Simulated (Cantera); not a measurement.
A Cantera script and what it prints.

```python
import numpy as np
import cantera as ct

gas_names = [...]  # 113 gases of nasa_gas.yaml made of C, H, O, Ti
cond_names = """
    C(gr) C6H6(L) C7H8(L) C8H18(L),n-octa H2O(s) H2O(L) Ti(a) Ti(b) Ti(L) TiC(s) TiC(L) TiO(a) TiO(b)
    TiO(L) TiO2(ru) TiO2(L) Ti2O3(a) Ti2O3(b) Ti2O3(L) Ti3O5(a) Ti3O5(b) Ti3O5(L) Ti4O7(s) Ti4O7(L)
""".split()


# ... load() reads the species with a 1 bar reference pressure and builds the phases ...
atoms = {
    'Ti(OiPr)4': {'Ti': 1, 'C': 12, 'H': 28, 'O': 4},
    'H2': {'H': 2},
}
top_T = {'C(gr)': 4500}  # K; cautious upper limits of use, not melting points


# ... equilibrate(T, P, feed) seeds the gas with the atoms and calls Mixture.equilibrate('TP', solver="vcs", rtol=1e-11, max_steps=5000) ...
results = []
feed = {'Ti(OiPr)4': 1, 'H2': 2.9}  # mol
P = 10000  # Pa
for T in [1150, 1225, 1300, 1375, 1450, 1525, 1600, 1675, 1750]:
    mix = equilibrate(T, P, feed)
    results.append((T, P, feed, dict(zip(mix.species_names, mix.species_moles))))

top = {s: max(r[3][s] / sum(r[3][g] for g in gas_names) for r in results) for s in gas_names}
cols = sorted((s for s in top if top[s] > 1e-06), key=lambda s: -top[s])[:7]
seen = [c for c in cond_names if any(r[3].get(c, 0) > 1e-12 for r in results)]
print("log10 of partial pressures in bar; condensed amounts in mol")
print(f"{'T/K':>10s}" + "".join(f"{s[:9]:>10s}" for s in cols + seen))
for T, P, feed, n in results:
    ng = sum(n[g] for g in gas_names)
    print(f"{T:10.4g}" + "".join(f"{np.log10(max(n[s] / ng * P / 1e5, 1e-99)):10.3f}" for s in cols)
          + "".join(f"{n.get(c, 0):10.4g}" for c in seen))
```

It prints:

```
log10 of partial pressures in bar; condensed amounts in mol
       T/K        H2        CO       CH4         H       H2O C2H2,acet       CO2     C(gr)    TiC(s)  Ti3O5(b)  Ti4O7(s)
      1150    -1.055    -1.931    -3.741    -7.655    -4.315    -8.468    -5.266     9.726         0         0      0.25
      1225    -1.057    -1.916    -3.995    -7.035    -4.680    -7.846    -5.706     9.652         0    0.3333         0
      1300    -1.057    -1.916    -4.217    -6.484    -5.013    -7.296    -6.119     9.657         0    0.3333         0
      1375    -1.092    -1.718    -4.488    -6.011    -5.148    -6.843    -6.089     6.995         1         0         0
      1450    -1.092    -1.718    -4.666    -5.570    -5.413    -6.404    -6.415     6.996         1         0         0
      1525    -1.092    -1.718    -4.827    -5.172    -5.653    -6.010    -6.708     6.997         1         0         0
      1600    -1.092    -1.718    -4.972    -4.811    -5.869    -5.653    -6.973     6.997         1         0         0
      1675    -1.092    -1.718    -5.104    -4.481    -6.066    -5.329    -7.212     6.997         1         0         0
      1750    -1.093    -1.718    -5.225    -4.180    -6.245    -5.032    -7.429     6.995         1         0         0
```

These are equilibrium values from Cantera (NASA tables, ideal gas, pure condensed phases), not measurements of a reactor. The feed counts by its element totals alone. TiC: taken at fixed stoichiometry. Condensed phases not in the tables: Magnéli phases beyond Ti4O7.
